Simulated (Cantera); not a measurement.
A perfectly stirred reactor is fed with H2 : O2 : N2 : H2O = 1 : 0.294 : 0.971 : 0.14 (molar parts), equivalence ratio 1.7, at 10.0 bar; it is adiabatic with a 675 K inlet, and is followed from long to short residence time, starting on the burning branch (τ in s: 0.29, 0.14, 0.069, 0.034, 0.016, 0.0079, 0.0038, 0.0019, 0.00091, 0.00044, 0.00021, 0.0001, 5e-05).

Detailed kinetics in Cantera: the H2/O2 subset of GRI-Mech 3.0, which has no nitrogen chemistry. The hydrogen kinetics of GRI-Mech 3.0 are dated; newer H2 mechanisms differ, most at raised pressure.

**Question.** What does this change do: pressure from 10.0 bar to 5.00 bar?

**Answer.** 
| quantity | before | after |
|---|---|---|
| blow-out, bracketed by the residence times tried | burning at 50.0 µs, the shortest tried | burning at 50.0 µs, the shortest tried |
| x(H2) at τ = 0.290 s | 0.194 | 0.194 |
| x(O2) at τ = 0.290 s | 6.45e-6 | 1.18e-5 |
| x(H2O) at τ = 0.290 s | 0.343 | 0.343 |
| x(HO2) at τ = 0.290 s | 1.52e-8 | 2.00e-8 |
| x(OH) at τ = 0.290 s | 0.000873 | 0.00119 |
| x(H2) at τ = 3.80 ms | 0.194 | 0.193 |
| x(O2) at τ = 3.80 ms | 5.78e-5 | 8.84e-5 |
| x(H2O) at τ = 3.80 ms | 0.343 | 0.342 |
| x(HO2) at τ = 3.80 ms | 6.11e-8 | 9.15e-8 |
| x(OH) at τ = 3.80 ms | 0.00107 | 0.00166 |

**Question.** What does this change do: pressure from 10.0 bar to 0.530 bar?

**Answer.** 
| quantity | before | after |
|---|---|---|
| blow-out, bracketed by the residence times tried | burning at 50.0 µs, the shortest tried | burning at 50.0 µs, the shortest tried |
| x(H2) at τ = 0.290 s | 0.194 | 0.191 |
| x(O2) at τ = 0.290 s | 6.45e-6 | 7.87e-5 |
| x(H2O) at τ = 0.290 s | 0.343 | 0.339 |
| x(HO2) at τ = 0.290 s | 1.52e-8 | 4.49e-8 |
| x(OH) at τ = 0.290 s | 0.000873 | 0.00300 |
| x(H2) at τ = 3.80 ms | 0.194 | 0.183 |
| x(O2) at τ = 3.80 ms | 5.78e-5 | 0.000777 |
| x(H2O) at τ = 3.80 ms | 0.343 | 0.328 |
| x(HO2) at τ = 3.80 ms | 6.11e-8 | 3.73e-7 |
| x(OH) at τ = 3.80 ms | 0.00107 | 0.00755 |

**Question.** What does this change do: pressure from 10.0 bar to 0.310 bar?

**Answer.** 
```
quantity                                                                          before                                   after
------------------------------------------------  --------------------------------------  --------------------------------------
blow-out, bracketed by the residence times tried  burning at 50.0 µs, the shortest tried  burning at 50.0 µs, the shortest tried
x(H2) at τ = 0.290 s                                                               0.194                                   0.190
x(O2) at τ = 0.290 s                                                             6.45e-6                                0.000126
x(H2O) at τ = 0.290 s                                                              0.343                                   0.338
x(HO2) at τ = 0.290 s                                                            1.52e-8                                 5.39e-8
x(OH) at τ = 0.290 s                                                            0.000873                                 0.00374
x(H2) at τ = 3.80 ms                                                               0.194                                   0.176
x(O2) at τ = 3.80 ms                                                             5.78e-5                                 0.00151
x(H2O) at τ = 3.80 ms                                                              0.343                                   0.320
x(HO2) at τ = 3.80 ms                                                            6.11e-8                                 4.20e-7
x(OH) at τ = 3.80 ms                                                             0.00107                                 0.00956
```
